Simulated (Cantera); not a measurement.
Feed: 1 mol Si3H8, 0.022 mol Cl2, 25 mol H2, at 1 atm.

Equilibrium computed with Cantera from the NASA thermochemical tables; the gas is ideal and each condensed phase is pure. Candidate condensed phases: Si; 19 gas species. The feed counts by its element totals alone. The numbers say what is thermodynamically allowed, not how fast it happens. All values below are at 1023 K.

Base state: H2 0.999, HCl 0.00130, SiHCl3 4.07e-5, SiH2Cl2 2.94e-5 (mole fractions); condensed: Si(s).

Q: What changes in the equilibrium state with this change: Si3H8 replaced by SiCl4?

A: 
```
species      before     after
----------  -------  --------
H2            0.999     0.946
SiCl4       6.25e-6    0.0249
HCl         0.00130    0.0160
SiHCl3      4.07e-5    0.0125
SiCl3       9.40e-7  0.000296
SiCl2       2.99e-6   7.41e-5
SiH2Cl2     2.94e-5  0.000690
Si(s), mol     3.00         0
```
The tables' values for SiCl3 are old estimates; treat these amounts as uncertain.
